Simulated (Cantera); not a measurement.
A closed system holds: 1 mol Fe(CO)₅, 0.54 mol O₂, 16 mol H₂, held at 723.15 K and 0.00160 bar.

Equilibrium computed with Cantera from the NASA thermochemical tables; the gas is ideal and each condensed phase is pure. Candidate condensed phases: C, C₆H₆, C₇H₈, C₈H₁₈, Fe, Fe(CO)₅, FeO, Fe(OH)₂, Fe(OH)₃, Fe₂O₃, Fe₃O₄, H₂O; 114 gas species. Condensed phases not in the tables: cementite and carbon dissolved in iron. Equilibrium is a limit: real reactors are often held back by kinetics, nucleation or transport.

Base state: H₂ 0.750, CO 0.151, CO₂ 0.0571, H₂O 0.0370, CH₄ 0.00479 (mole fractions); condensed: C(graphite) + Fe(α).

Task: What changes in the equilibrium state with this change: temperature from 723.15 K to 1125 K?

Result: 
| species | before | after |
|---|---|---|
| H₂ | 0.750 | 0.722 |
| CO | 0.151 | 0.227 |
| H₂O | 0.0370 | 0.0400 |
| CO₂ | 0.0571 | 0.0114 |
| CH₄ | 0.00479 | 1.01e-8 |
| C(graphite), mol | 0.714 | 0 |
| Fe(α), mol | 1.00 | 1.00 |
